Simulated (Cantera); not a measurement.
Charge: 1 mol SiCl₄, 0.8 mol Cl₂, 5.1 mol N₂, held at 2.90 mbar.

Method: chemical equilibrium by Gibbs-energy minimisation in Cantera with the NASA 1993 tables (ideal gas, pure condensed phases). Candidate condensed phases: Si, Si₃N₄; 13 gas species. Rates play no part. All values below are at 1150 K.

Base state: N₂ 0.733, SiCl₄ 0.144, Cl₂ 0.107, Cl 0.0166 (mole fractions); condensed: gas only.

Problem. What changes in the equilibrium state with this change: SiCl₄ replaced by SiH₂Cl₂?

Solution. 
```
species        before     after
-------------  ------  --------
N₂              0.733     0.676
HCl                 0     0.218
SiCl₄           0.144    0.0708
Cl₂             0.107     <1e-9
H₂                  0    0.0325
Cl             0.0166   1.47e-6
SiCl₂           <1e-9  0.000649
SiHCl₃              0  0.000215
Si₃N₄(s), mol       0     0.159
```
N₂ is the only nitrogen source here; it is nearly inert below about 1500 K, so the nitride shown seldom forms there in practice. The tables' values for SiCl₃ are old estimates; treat these amounts as uncertain. Further candidate phases: NH₄Cl.

Problem. What changes in the equilibrium state with this change: Cl₂ from 0.8 to 0.24 mol?

Solution. 
| species | before | after |
|---|---|---|
| N₂ | 0.733 | 0.801 |
| SiCl₄ | 0.144 | 0.157 |
| Cl₂ | 0.107 | 0.0331 |
| Cl | 0.0166 | 0.00926 |
